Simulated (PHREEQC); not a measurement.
Make-up at 20 °C: 170 mmol/kgw CuSO4, 1.9 mmol/kgw HBF4 and 58 mmol/kgw NaCl. Closed to the air; pH follows from the charge balance.

Computed with PHREEQC (ion-association model, wateq4f.dat).

No solid was allowed to form.

Question: Order these F species by the share of F that they hold, largest first: F-, BF3OH-, HF, CuF+, BF4-.

Answer: BF4- (37 %), F- (25 %), HF (20 %), CuF+ (9.0 %), BF3OH- (5.7 %)

The pH is 3.02 and the ionic strength 0.403 mol/kgw. Real BF4- forms and hydrolyses slowly; the run takes it at equilibrium.
